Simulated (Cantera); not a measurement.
Input (Python, Cantera):

```python
import numpy as np
import cantera as ct

gas = ct.Solution("gri30.yaml")
gas.TPX = 1398, 6200, {'N2O': 1, 'H2O': 0.025}
reactor = ct.IdealGasConstPressureReactor(gas, energy="off", clone=False)
net = ct.ReactorNet([reactor])
net.rtol, net.atol = 1e-08, 1e-18
show = ['N2O', 'H2O', 'O', 'H', 'O2']
times = np.geomspace(2e-05, 2, 12)

steps = ct.SolutionArray(gas, extra=["t"])
rows = []
print(f"{'t/s':>10s}{'T/K':>9s}{'P/Pa':>11s}" + "".join(f"{s:>11s}" for s in show))
for t in times:
    while net.time < t:
        t_next = net.step()
        steps.append(gas.state, t=t_next)
    rows.append([np.interp(t, steps.t, y) for y in (steps.T, steps.P, *steps(*show).X.T)])
    print(f"{t:10.3e}{rows[-1][0]:9.1f}{rows[-1][1]:11.4g}" + "".join(f"{x:11.3e}" for x in rows[-1][2:]))
rate = np.gradient(steps.T, steps.t)
print("integrator steps:", len(steps.t))
if steps.T.max() > steps.T[0] + 200:
    print(f"time of steepest temperature rise: {steps.t[rate.argmax()]:.4e} s")
gas.TPX = 1398, 6200, {'N2O': 1, 'H2O': 0.025}
gas.equilibrate("TP")
print(f"equilibrium (TP): T = {gas.T:.1f} K  " + "  ".join(f"{s} {gas[s].X[0]:.3e}" for s in show))
```

Output:

```
       t/s      T/K       P/Pa        N2O        H2O          O          H         O2
 2.000e-05   1398.0       6200  9.756e-01  2.439e-02  8.597e-06  1.759e-11  1.362e-06
 5.696e-05   1398.0       6200  9.755e-01  2.439e-02  1.791e-05  3.382e-10  8.955e-06
 1.622e-04   1398.0       6200  9.754e-01  2.439e-02  2.568e-05  2.741e-09  4.507e-05
 4.620e-04   1398.0       6200  9.749e-01  2.438e-02  2.677e-05  1.044e-08  1.643e-04
 1.316e-03   1398.0       6200  9.736e-01  2.435e-02  2.656e-05  2.818e-08  5.095e-04
 3.748e-03   1398.0       6200  9.699e-01  2.430e-02  2.639e-05  4.659e-08  1.520e-03
 1.067e-02   1398.0       6200  9.592e-01  2.421e-02  2.616e-05  5.283e-08  4.409e-03
 3.040e-02   1398.0       6200  9.298e-01  2.397e-02  2.548e-05  5.457e-08  1.244e-02
 8.658e-02   1398.0       6200  8.529e-01  2.334e-02  2.464e-05  5.675e-08  3.370e-02
 2.466e-01   1398.0       6200  6.758e-01  2.189e-02  2.397e-05  6.515e-08  8.305e-02
 7.022e-01   1398.0       6200  3.733e-01  1.941e-02  2.307e-05  8.668e-08  1.677e-01
 2.000e+00   1398.0       6200  8.924e-02  1.708e-02  2.039e-05  1.166e-07  2.479e-01
integrator steps: 1223
equilibrium (TP): T = 1398.0 K  N2O 1.183e-08  H2O 1.638e-02  O 2.122e-06  H 4.308e-09  O2 3.274e-01
```

Computed with Cantera and GRI-Mech 3.0 (53 species, 325 reactions). GRI-Mech 3.0 was tuned for natural gas; its chemistry of N2O as a main component is partial and can be far from experiment. The mechanism lacks the step 2 NO + O2 → 2 NO2, which can matter for NO2 below about 1400 K. The temperature is held fixed by assumption; the heat of reaction is taken as removed at once.
